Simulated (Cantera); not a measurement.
Input (Python, Cantera) and output of one run.

```python
import numpy as np
import cantera as ct

gas_names = [...]  # 151 gases of nasa_gas.yaml made of C, H, N, O, Si
cond_names = """
    C(gr) C6H6(L) C7H8(L) C8H18(L),n-octa H2O(s) H2O(L) Si(cr) Si(L) SiC(b) SiO2(Lqz) SiO2(hqz) SiO2(L)
    Si2N2O(s) Si3N4(a)
""".split()


# ... load() reads the species with a 1 bar reference pressure and builds the phases ...
atoms = {
    'SiC': {'Si': 1, 'C': 1},
    'N2O': {'N': 2, 'O': 1},
    'H2': {'H': 2},
}
top_T = {'C(gr)': 4500, 'SiC(b)': 3050, 'Si2N2O(s)': 2100, 'Si3N4(a)': 2400}  # K; cautious upper limits of use, not melting points


# ... equilibrate(T, P, feed) seeds the gas with the atoms and calls Mixture.equilibrate('TP', solver="vcs", rtol=1e-11, max_steps=5000) ...
results = []
feed = {'SiC': 1, 'N2O': 0.11, 'H2': 200}  # mol
T = 1875  # K
P = 34  # Pa
mix = equilibrate(T, P, feed)
results.append((T, P, feed, dict(zip(mix.species_names, mix.species_moles))))
x = sorted(zip(gas.X, gas.species_names), reverse=True)
print(f"T = {T:g} K  P = {P:g} Pa  gas = {mix.phase_moles(0):.4g} mol")
print("   x: " + "  ".join(f"{s} {v:.3e}" for v, s in x if v > 1e-06))
print("   condensed (mol): " + ("  ".join(f"{mix.phase(i).name} {mix.phase_moles(i):.4g}"
      for i in range(1, mix.n_phases) if mix.phase_moles(i) > 1e-12) or "none"))
```

It prints:

```
T = 1875 K  P = 34 Pa  gas = 204 mol
   x: H2 9.626e-01  H 3.488e-02  Si 1.081e-03  CO 5.338e-04  N2 4.600e-04  C2H2,acetylene 2.076e-04  HCN 1.514e-04  SiH 1.813e-05  Si2C 1.681e-05  SiC2 1.631e-05  HNC 6.753e-06  SiO 5.359e-06  SiH2 1.941e-06
   condensed (mol): SiC(b) 0.7639
```

Cantera equilibrium calculation (NASA polynomials, part measured and part estimated; ideal gas, pure solids and liquids).
